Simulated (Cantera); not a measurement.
Feed: 1 mol Al, 2.6 mol HCl, 10 mol N2, equilibrated at 0.300 Torr.

Method: chemical equilibrium by Gibbs-energy minimisation in Cantera with the NASA 1993 tables (ideal gas, pure condensed phases). Candidate condensed phases: Al, AlCl3, AlN, NH4Cl; 20 gas species. The tables' values for AlCl2 are old estimates; treat these amounts as uncertain. Rates play no part.

x: gas mole fraction; n: condensed amount in mol.

```
T (°C)   x N2   x HCl    x H2  x AlCl   x AlCl3      x Cl       x H   x AlCl2  n AlN(s)
------  -----  ------  ------  ------  --------  --------  --------  --------  --------
477     0.812  0.0563  0.0793  <1e-12    0.0528  3.40e-12  4.46e-12   1.90e-9     0.360
677     0.813     [?]  0.0826     [?]    0.0551       [?]       [?]   2.53e-6     0.334
877     0.813     [?]  0.0846     [?]    0.0562       [?]       [?]  0.000266     0.316
1077    0.807  0.0407  0.0855  0.0115    0.0490   1.38e-5   3.48e-5   0.00621     0.180
1277    0.782  0.0747  0.0641  0.0473    0.0191  0.000371  0.000399    0.0118         0
1477    0.767   0.103  0.0468  0.0650   0.00356   0.00428   0.00252   0.00813         0
1677    0.753  0.0966  0.0436  0.0713  0.000354    0.0199    0.0120   0.00342         0
1877    0.728  0.0659  0.0405  0.0705   2.63e-5    0.0505    0.0424   0.00112         0
```

Fill in the missing entries.


- 677, x HCl: 0.0497
- 677, x AlCl: 2.53e-8
- 677, x Cl: 4.58e-9
- 677, x H: 8.00e-9
- 877, x HCl: 0.0456
- 877, x AlCl: 5.55e-5
- 877, x Cl: 5.15e-7
- 877, x H: 1.09e-6
